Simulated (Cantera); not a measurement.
Gas mixture: NO = 0.24 (molar parts), at 570 Pa, frozen composition.

Cantera's kinetic-theory transport with the Lennard-Jones parameters of GRI-Mech 3.0, ideal gas; thermal conductivity in the mixture-averaged form. The composition is frozen, though it would react at the higher temperatures.

D: mixture-averaged diffusion coefficient of that species in the mixture.

| T (K) | ρ (kg/m³) | cp (J/kg/K) | μ (µPa s) | λ (mW/m/K) | Pr | D (cm²/s) CH3 | D (cm²/s) NO | D (cm²/s) C2H2 |
|---|---|---|---|---|---|---|---|---|
| 400 | 0.00514 | 998.6 | 23.1 | 32.4 | 0.712 | 65.8 | 11900 | 49.1 |
| 650 | 0.00316 | 1054 | [?] | [?] | 0.706 | [?] | [?] | [?] |
| 900 | 0.00229 | 1114 | 40.1 | 63.0 | 0.708 | 263 | 48500 | 199 |
| 1150 | 0.00179 | 1153 | 47.0 | 76.7 | 0.707 | 396 | 73300 | 301 |
| 1400 | 0.00147 | 1181 | [?] | [?] | 0.706 | [?] | [?] | [?] |
| 1650 | 0.00125 | 1202 | 59.4 | 101 | 0.706 | 723 | 134000 | 549 |

Question: What belongs in the gaps?

Answer: 
- 650, μ (µPa s): 32.3
- 650, λ (mW/m/K): 48.2
- 650, D (cm²/s) CH3: 152
- 650, D (cm²/s) NO: 27800
- 650, D (cm²/s) C2H2: 114
- 1400, μ (µPa s): 53.4
- 1400, λ (mW/m/K): 89.4
- 1400, D (cm²/s) CH3: 550
- 1400, D (cm²/s) NO: 102000
- 1400, D (cm²/s) C2H2: 418
